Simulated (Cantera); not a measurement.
A freely propagating, adiabatic, planar premixed flame of H2 : O2 : N2 : H2O = 1 : 0.263 : 1.08 : 0.2 (molar parts), unburnt at 375 K and 500000 Pa; mixture-averaged transport, grid criteria slope 0.08 and curve 0.16, no radiation.

Cantera simulation using the H2/O2 subset of GRI-Mech 3.0, which has no nitrogen chemistry; the numbers are that mechanism's predictions, not measurements. The hydrogen kinetics of GRI-Mech 3.0 are dated; newer H2 mechanisms differ, most at raised pressure. Burning velocities carry a grid error of a few per cent, more on coarse grids.

Problem. How do the results move with these cheaper or finer settings: unity-Lewis-number transport; multicomponent transport; multicomponent+Soret transport; grid criteria slope 0.5, curve 1; grid criteria slope 0.25, curve 0.5; grid criteria slope 0.03, curve 0.06?

Solution. 
```tsv
setting	laminar burning velocity	thermal thickness	peak x(OH)	peak x(H)	grid points
as above	251 cm/s	0.0497 mm	0.00223	0.0230	108
unity-Lewis-number transport	163 cm/s	0.0576 mm	0.00230	0.0261	108
multicomponent transport	248 cm/s	0.0500 mm	0.00221	0.0231	108
multicomponent+Soret transport	240 cm/s	0.0483 mm	0.00234	0.0229	108
grid criteria slope 0.5, curve 1	285 cm/s	0.0653 mm	0.00260	0.0251	30
grid criteria slope 0.25, curve 0.5	260 cm/s	0.0544 mm	0.00235	0.0237	48
grid criteria slope 0.03, curve 0.06	248 cm/s	0.0486 mm	0.00215	0.0227	251
```
Unity Lewis numbers drop preferential diffusion, which matters most where H2 and H carry the flame; Soret adds thermal diffusion.
